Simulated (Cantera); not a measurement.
Charge: 1 mol CH3SiCl3, 0.72 mol C2H2, 3.6 mol H2, 0.03 mol HCl, held at 42.8 Torr.

Equilibrium computed with Cantera from the NASA thermochemical tables; the gas is ideal and each condensed phase is pure. Candidate condensed phases: C, C6H6, C7H8, C8H18, Si, SiC; 109 gas species. The feed counts by its element totals alone. The tables' values for SiCl, SiCl3 are old estimates; treat these amounts as uncertain. Gases not in the tables: Si2H6 and higher silanes. Kinetics and transport are ignored.

Task: At 2375 K, list the 7 most abundant gas species with their mole fractions, and the condensed phases.

Result: H2 0.590, HCl 0.292, H 0.0454, SiCl2 0.0417, Cl 0.0161, Si 0.00547, C2H2 (acetylene) 0.00366. Condensed: C(graphite) + SiC(s).
